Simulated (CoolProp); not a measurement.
Values from CoolProp's reference Helmholtz-energy equation of state, Lemmon 2016.

### Question
For R365MFC, give the phase and the Z, cp (kJ/(kg K)), cv (kJ/(kg K)), speed of sound (m/s) at 468.1 K and 8.17 MPa; 468.1 K and 15 MPa.

### Answer
- 468.1 K and 8.17 MPa: supercritical; Z 0.372, cp 1.83, cv 1.31, speed of sound 260
- 468.1 K and 15 MPa: supercritical; Z 0.615, cp 1.67, cv 1.29, speed of sound 368
